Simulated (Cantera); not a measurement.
Input (Python, Cantera):

```python
import numpy as np
import cantera as ct

gas = ct.Solution("gri30.yaml", transport_model="multicomponent")
show = ['NH3', 'CH3', 'H2O']

rows = []
print(f"{'T/K':>7s}{'rho':>11s}{'cp':>10s}{'mu':>11s}{'lambda':>11s}{'Pr':>7s}" + "".join(f"{'D_' + s:>11s}" for s in show))
for T in [400, 500, 600, 700, 800, 900, 1000, 1100]:
    gas.TPX = T, 100000, {'O2': 0.74}
    Pr = gas.cp_mass * gas.viscosity / gas.thermal_conductivity
    D = [gas.mix_diff_coeffs_mole[gas.species_index(s)] for s in show]
    rows.append([gas.density, gas.cp_mass, gas.viscosity, gas.thermal_conductivity, Pr, *D])
    print(f"{T:7g}{gas.density:11.4e}{gas.cp_mass:10.1f}{gas.viscosity:11.4e}"
          f"{gas.thermal_conductivity:11.4e}{Pr:7.3f}" + "".join(f"{d:11.4e}" for d in D))
print("SI units: kg/m3, J/kg/K, Pa s, W/m/K, m2/s")
```

It prints:

```
    T/K        rho        cp         mu     lambda     Pr      D_NH3      D_CH3      D_H2O
    400 9.6212e-01     941.4 2.5629e-05 3.3889e-02  0.712 3.9045e-05 3.8354e-05 4.0472e-05
    500 7.6969e-01     971.4 3.0045e-05 4.1059e-02  0.711 5.9110e-05 5.6579e-05 6.1694e-05
    600 6.4141e-01    1002.6 3.4077e-05 4.8102e-02  0.710 8.2320e-05 7.7395e-05 8.6367e-05
    700 5.4978e-01    1031.1 3.7824e-05 5.4934e-02  0.710 1.0842e-04 1.0062e-04 1.1420e-04
    800 4.8106e-01    1054.7 4.1353e-05 6.1465e-02  0.710 1.3721e-04 1.2613e-04 1.4498e-04
    900 4.2761e-01    1073.7 4.4705e-05 6.7676e-02  0.709 1.6854e-04 1.5379e-04 1.7851e-04
   1000 3.8485e-01    1090.2 4.7912e-05 7.3669e-02  0.709 2.0227e-04 1.8354e-04 2.1466e-04
   1100 3.4986e-01    1102.7 5.0995e-05 7.9351e-02  0.709 2.3831e-04 2.1528e-04 2.5329e-04
SI units: kg/m3, J/kg/K, Pa s, W/m/K, m2/s
```

Computed with Cantera and GRI-Mech 3.0 (53 species, 325 reactions).
